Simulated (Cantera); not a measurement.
Feed: 1 mol Fe₂O₃, 3.7 mol H₂S, 0.66 mol H₂O, 0.19 mol O₂, equilibrated at 1323 K and 2800 Pa.

Cantera equilibrium calculation (NASA polynomials, part measured and part estimated; ideal gas, pure solids and liquids). Candidate condensed phases: Fe, FeO, Fe(OH)₂, Fe(OH)₃, FeS, FeSO₄, FeS₂, Fe₂O₃, Fe₂(SO₄)₃, Fe₃O₄, H₂O, H₂SO₄, S; 22 gas species. FeS: taken at fixed stoichiometry. Rates play no part.

Base state: H₂O 0.686, S₂ 0.112, H₂ 0.100, H₂S 0.0539, SO₂ 0.0456, S₂O 0.000883, SH 0.000775, SO 0.000707 (mole fractions); condensed: FeS(s).

Problem. What changes in the equilibrium state with this change: Fe₂O₃ replaced by MgCO₃?

Solution. 
```csv
species,before,after
H₂O,0.686,0.250
H₂,0.100,0.238
S₂,0.112,0.192
H₂S,0.0539,0.167
CO,0,0.0946
CO₂,0,0.0536
SO₂,0.0456,0.00141
COS,0,0.00215
CS₂,0,2.05e-5
"FeS(s), mol",2.00,0
"MgO(s), mol",0,1.00
```
Further candidate phases: C, C₆H₆, C₇H₈, C₈H₁₈, Mg, MgCO₃, MgO, Mg(OH)₂, MgS, MgSO₄.
